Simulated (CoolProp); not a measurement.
Vapour-liquid equilibrium of benzene (1) + n-nonane (2) at 128.45 °C; x and y are mole fractions of (1).

Model: multi-fluid Helmholtz-energy mixture model, Thol 2012 and Lemmon 2006; pair parameters Bell 2016, in CoolProp.

| x | bubble pressure, mixture model (MPa) | bubble pressure, Raoult's law (MPa) | y, mixture model | y, Raoult's law |
|---|---|---|---|---|
| 0.05 | … | 0.06951 | … | 0.263 |
| 0.125 | … | 0.09290 | 0.551 | 0.492 |
| 0.2 | … | 0.1163 | 0.666 | 0.629 |
| 0.275 | 0.1635 | 0.1397 | 0.737 | 0.720 |
| 0.35 | 0.1869 | 0.1631 | 0.786 | 0.785 |
| 0.425 | 0.2086 | 0.1865 | … | 0.834 |
| 0.5 | 0.2292 | 0.2098 | 0.854 | 0.872 |
| 0.575 | 0.2491 | 0.2332 | 0.881 | 0.902 |
| 0.65 | 0.2688 | 0.2566 | 0.904 | 0.926 |
| 0.725 | … | 0.2800 | 0.926 | 0.947 |
| 0.8 | 0.3087 | 0.3034 | 0.947 | 0.964 |
| 0.875 | 0.3295 | 0.3268 | 0.967 | 0.979 |
| 0.95 | 0.3510 | 0.3502 | 0.987 | 0.992 |

Problem. Complete the blanks.

Solution. 
- 0.05, bubble pressure, mixture model (MPa): 0.07743
- 0.05, y, mixture model: 0.328
- 0.125, bubble pressure, mixture model (MPa): 0.1094
- 0.2, bubble pressure, mixture model (MPa): 0.1379
- 0.425, y, mixture model: 0.824
- 0.725, bubble pressure, mixture model (MPa): 0.2886

The largest gap from Raoult's law is +18.6 % in bubble pressure, at x = 0.2. No azeotrope shows between x = 0.05 and 0.95.

The pair parameters rest on a limited set of measurements; away from them the model extrapolates.
